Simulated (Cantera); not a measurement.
Input: 1 mol AlCl3, 40 mol N2, 130 mol H2, 180 mol NH3, held at 41.0 mbar.

Method: chemical equilibrium by Gibbs-energy minimisation in Cantera with the NASA 1993 tables (ideal gas, pure condensed phases). Candidate condensed phases: Al, AlCl3, AlN, NH4Cl; 20 gas species. Equilibrium is a limit: real reactors are often held back by kinetics, nucleation or transport.

### Question
Which condensed phases are stable at each of these points (T (K)): 1123, 1173, 1223, 1273, 1323, 1373, 1423, 1473, 1523, 1573, 1623, 1673, 1723, 1773?

### Answer
```
T (K)  condensed phases  Al condensed (%)
-----  ----------------  ----------------
1123             AlN(s)              99.6
1173             AlN(s)              99.6
1223             AlN(s)              99.5
1273             AlN(s)              99.4
1323             AlN(s)              99.2
1373             AlN(s)              98.5
1423             AlN(s)              96.7
1473             AlN(s)              92.3
1523             AlN(s)              82.3
1573             AlN(s)              62.1
1623             AlN(s)              27.2
1673           gas only               0.0
1723           gas only               0.0
1773           gas only               0.0
```

From 1123 K to 1623 K the condensed part is AlN(s). From 1673 K to 1773 K nothing is condensed.
